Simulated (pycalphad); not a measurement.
**Effect of Si content in Al-Mg-Si**

Computed with pycalphad from the COST 507 light-alloy database (1999), at 1 atm. The data set is of 1999 and partly superseded. Amounts are mole fractions of atoms. Diffusion is slow at the low end, where real alloys seldom reach equilibrium.

```csv
alloy,liquidus (K),first solid,solidus (K),phases at 350 K
Al-0.2339Mg-3.846Si (wt.%),909,FCC_A1,843,"FCC_A1 0.96, DIAMOND_A4 0.04, MG2SI under 0.01"
Al-0.2329Mg-15.34Si (wt.%),893,DIAMOND_A4,842,"FCC_A1 0.85, DIAMOND_A4 0.15, MG2SI under 0.01"
Al-0.2315Mg-30.49Si (wt.%),(withheld),DIAMOND_A4,(withheld),(withheld)
```

**Question.** What belongs in the gaps?

**Answer.** 
- Al-0.2315Mg-30.49Si (wt.%), liquidus (K): 1099
- Al-0.2315Mg-30.49Si (wt.%), solidus (K): 840
- Al-0.2315Mg-30.49Si (wt.%), phases at 350 K: FCC_A1 0.70, DIAMOND_A4 0.30, MG2SI under 0.01

Database names, with the compositions (at.%) that they take in these runs: MG2SI: Mg 67 Si 33. FCC_A1 is fcc; DIAMOND_A4 is diamond (Si).
